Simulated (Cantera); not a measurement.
## Equilibrium for halide evaporation, hydrolysis and transport: PbCl₂ + HCl + N₂

Feed: 1 mol PbCl₂, 0.091 mol HCl, 260 mol N₂, held at 0.520 Pa.

These are equilibrium values from Cantera (NASA tables, ideal gas, pure condensed phases), not measurements of a reactor. Candidate condensed phases: NH₄Cl, Pb, PbCl₂; 17 gas species. The tables' values for PbCl₄ are old estimates; treat these amounts as uncertain. Kinetics and transport are ignored.

From 625 °C to 1925 °C nothing is condensed. The main Pb-bearing gas is PbCl₂ at 625 °C and Pb at 1925 °C.

```csv
T (°C),x N₂,x Cl,x Pb,x PbCl₂,x PbCl
625,0.996,4.35e-7,1.69e-5,0.00296,0.000555
725,0.996,2.76e-5,1.66e-5,0.00295,0.000575
825,0.995,0.000585,3.16e-5,0.00285,0.000807
925,0.993,0.00247,0.000290,0.00162,0.00190
1025,0.991,0.00506,0.00156,0.000304,0.00195
1125,0.989,0.00688,0.00310,1.83e-5,0.000687
1225,0.988,0.00745,0.00365,7.16e-7,0.000150
1325,0.988,0.00759,0.00377,3.37e-8,3.34e-5
1425,0.988,0.00770,0.00379,2.21e-9,8.67e-6
1525,0.988,0.00784,0.00380,1.97e-10,2.61e-6
1625,0.988,0.00792,0.00380,2.23e-11,8.85e-7
1725,0.988,0.00794,0.00380,3.09e-12,3.31e-7
1825,0.988,0.00794,0.00380,<1e-12,1.36e-7
1925,0.988,0.00794,0.00380,<1e-12,6.01e-8
```
x: gas mole fraction; nothing condenses.
